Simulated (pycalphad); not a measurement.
**Effect of Ti content in Si-Ti**

Computed with pycalphad from the COST 507 light-alloy database (1999), at 1 atm. The data set is of 1999 and partly superseded. Amounts are mole fractions of atoms.

| alloy | liquidus (°C) | first solid | solidus (°C) | phases at 727 °C |
|---|---|---|---|---|
| Si-17.55Ti (wt.%) | 1393 | DIAMOND_A4 | 1331 | DIAMOND_A4 0.67, SI2TI 0.33 |
| Si-25.4Ti (wt.%) | 1355 | DIAMOND_A4 | 1331 | DIAMOND_A4 0.50, SI2TI 0.50 |
| Si-32.72Ti (wt.%) | 1386 | SI2TI | 1331 | SI2TI 0.67, DIAMOND_A4 0.33 |
| Si-45.97Ti (wt.%) | 1484 | SI2TI | 1331 | SI2TI 1.00, DIAMOND_A4 under 0.01 |
| Si-93.11Ti (wt.%) | 1412 | BCC_A2 | 1340 | HCP_A3 0.56, SITI3 0.44 |

Database names, with the compositions (at.%) that they take in these runs: SI2TI: Si 67 Ti 33; SITI3: Ti 75 Si 25. BCC_A2 is bcc; HCP_A3 is hcp; DIAMOND_A4 is diamond (Si).
